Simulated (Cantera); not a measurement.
Input (Python, Cantera) and output of one run.

```python
import numpy as np
import cantera as ct

gas_names = [...]  # 87 gases of nasa_gas.yaml made of C, H, Si
cond_names = """
    C(gr) C6H6(L) C7H8(L) C8H18(L),n-octa Si(cr) Si(L) SiC(b)
""".split()


# ... load() reads the species with a 1 bar reference pressure and builds the phases ...
atoms = {
    'CH3SiH3': {'C': 1, 'H': 6, 'Si': 1},
    'H2': {'H': 2},
    'C2H4': {'C': 2, 'H': 4},
}
top_T = {'C(gr)': 4500, 'SiC(b)': 3050}  # K; cautious upper limits of use, not melting points


# ... equilibrate(T, P, feed) seeds the gas with the atoms and calls Mixture.equilibrate('TP', solver="vcs", rtol=1e-11, max_steps=5000) ...
results = []
feed = {'CH3SiH3': 1, 'H2': 700, 'C2H4': 0.17}  # mol
P = 1333.22  # Pa
for T in [1548, 1598, 1648, 1698, 1748, 1798, 1848, 1898, 1948, 1998]:
    mix = equilibrate(T, P, feed)
    results.append((T, P, feed, dict(zip(mix.species_names, mix.species_moles))))
    x = sorted(zip(gas.X, gas.species_names), reverse=True)
    print(f"T = {T:g} K  P = {P:g} Pa  gas = {mix.phase_moles(0):.4g} mol")
    print("   x: " + "  ".join(f"{s} {v:.3e}" for v, s in x if v > 0.0001))
    print("   condensed (mol): " + ("  ".join(f"{mix.phase(i).name} {mix.phase_moles(i):.4g}"
          for i in range(1, mix.n_phases) if mix.phase_moles(i) > 1e-12) or "none"))
```

Output:

```
T = 1548 K  P = 1333.22 Pa  gas = 703.4 mol
   x: H2 9.997e-01  H 2.666e-04
   condensed (mol): C(gr) 0.2986  SiC(b) 1
T = 1598 K  P = 1333.22 Pa  gas = 703.5 mol
   x: H2 9.995e-01  H 4.609e-04
   condensed (mol): C(gr) 0.2866  SiC(b) 0.9999
T = 1648 K  P = 1333.22 Pa  gas = 703.6 mol
   x: H2 9.992e-01  H 7.709e-04
   condensed (mol): C(gr) 0.2646  SiC(b) 0.9997
T = 1698 K  P = 1333.22 Pa  gas = 703.8 mol
   x: H2 9.987e-01  H 1.252e-03
   condensed (mol): C(gr) 0.2288  SiC(b) 0.9992
T = 1748 K  P = 1333.22 Pa  gas = 704 mol
   x: H2 9.979e-01  H 1.977e-03  C2H2,acetylene 1.127e-04
   condensed (mol): C(gr) 0.1742  SiC(b) 0.998
T = 1798 K  P = 1333.22 Pa  gas = 704.4 mol
   x: H2 9.968e-01  H 3.044e-03  C2H2,acetylene 1.720e-04
   condensed (mol): C(gr) 0.09483  SiC(b) 0.995
T = 1848 K  P = 1333.22 Pa  gas = 705 mol
   x: H2 9.951e-01  H 4.581e-03  C2H2,acetylene 2.450e-04
   condensed (mol): SiC(b) 0.9874
T = 1898 K  P = 1333.22 Pa  gas = 705.7 mol
   x: H2 9.929e-01  H 6.746e-03  C2H2,acetylene 2.608e-04
   condensed (mol): SiC(b) 0.9652
T = 1948 K  P = 1333.22 Pa  gas = 706.9 mol
   x: H2 9.898e-01  H 9.737e-03  C2H2,acetylene 2.972e-04  Si 1.051e-04
   condensed (mol): SiC(b) 0.9112
T = 1998 K  P = 1333.22 Pa  gas = 708.4 mol
   x: H2 9.855e-01  H 1.379e-02  C2H2,acetylene 3.744e-04  Si 2.453e-04
   condensed (mol): SiC(b) 0.7937
```

These are equilibrium values from Cantera (NASA tables, ideal gas, pure condensed phases), not measurements of a reactor. The feed counts by its element totals alone.
